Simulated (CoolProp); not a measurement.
The numbers come from the reference Helmholtz-energy equation of state, Bücker 2006 in CoolProp.

### Question
For n-butane, give the phase and the isothermal compressibility (1/MPa), conductivity (mW/(m K)), fugacity coefficient at 169 K and 1.57 MPa.

### Answer
- 169 K and 1.57 MPa: liquid; isothermal compressibility 0.000747, conductivity 164, fugacity coefficient 7.24e-5

Thermal conductivity comes from a separate model (Perkins 2002).
